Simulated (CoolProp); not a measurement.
Vapour-liquid equilibrium of R113 (1) + benzene (2) at 0.565 bar; x and y are mole fractions of (1).

Model: multi-fluid Helmholtz-energy mixture model, Marx 1992 and Thol 2012; pair parameters Bell 2016, in CoolProp.

| x | bubble temperature (K) | y at the bubble point | dew temperature at overall composition x (K) | liquid density (mol/L) |
|---|---|---|---|---|
| 0.05 | 330.0 | 0.210 | 334.2 | 10.56 |
| 0.125 | 324.3 | 0.402 | 332.3 | 10.38 |
| 0.2 | 320.3 | 0.519 | 330.3 | 10.18 |
| 0.275 | 317.4 | 0.600 | 328.2 | 9.976 |
| 0.35 | 315.2 | 0.660 | 325.9 | 9.774 |
| 0.425 | 313.4 | 0.709 | 323.5 | 9.576 |
| 0.5 | 311.8 | 0.751 | 321.0 | 9.384 |
| 0.575 | 310.4 | 0.789 | 318.3 | 9.198 |
| 0.65 | 309.1 | 0.826 | 315.6 | 9.018 |
| 0.725 | 308.0 | 0.862 | 312.7 | 8.845 |
| 0.8 | 306.9 | 0.898 | 310.0 | 8.679 |
| 0.875 | 305.8 | 0.935 | 307.6 | 8.519 |
| 0.95 | 304.8 | 0.974 | 305.4 | 8.364 |

No azeotrope shows between x = 0.05 and 0.95.

Pair parameters are fitted to limited data, so mixtures are less certain than the pure fluids.
